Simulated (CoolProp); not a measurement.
Values from CoolProp's reference Helmholtz-energy equation of state, Leachman 2009.

Problem. Give the vapour pressure (kPa), liquid viscosity (µPa s), vapour viscosity (µPa s) of saturated normal hydrogen at 21.5, 30.8 K.

Solution. 
| T (K) | p (kPa) | liquid viscosity (µPa s) | vapour viscosity (µPa s) |
|---|---|---|---|
| 21.5 | 139 | 12.3 | 1.06 |
| 30.8 | 913 | 5.88 | 1.83 |

Viscosity comes from a separate model (Muzny 2013).
